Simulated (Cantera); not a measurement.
Equilibrium for boron, boron nitride and boron oxide: borazine + O2

Input: 1 mol borazine, 0.19 mol O2, at 1100 °C and 0.143 Torr.

Method: chemical equilibrium by Gibbs-energy minimisation in Cantera with the NASA 1993 tables (ideal gas, pure condensed phases). Candidate condensed phases: B, BN, B2O3, B3O3H3, H2O; 39 gas species. The feed counts by its element totals alone. Mutual solubility and eutectic melting of coexisting phases are not modelled. The numbers say what is thermodynamically allowed, not how fast it happens.

- x(H2): 0.936
- x(N2): 0.0406
- x(HBO): 0.00894
- x(B2O3): 0.00659
- x(HBO2): 0.00631
- x(B2O2): 0.000926
- x(H): 0.000234
- x(H2O): 0.000152
- x(BO): 7.09e-5
- n(BN(s)): 2.74 mol
- n(B2O3(l)): 0.0807 mol
- gas amount: 3.178 mol
- log10 activity of B(s) (absent): -2.38
- log10 activity of B3O3H3(s) (absent): -14.10
